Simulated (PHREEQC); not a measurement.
Dissolve 22 mmol/kgw H2SO4 at 20 °C. Closed to the air; pH follows from the charge balance.

All values are PHREEQC results (ion-association model, phreeqc.dat), not measurements.

Q: The ionic strength comes out as 0.0404 mol/kgw. What activity coefficients do H+, SO4-2, HSO4- get?

A: H+ 0.86, SO4-2 0.49, HSO4- 0.83.

No solid was allowed to form.
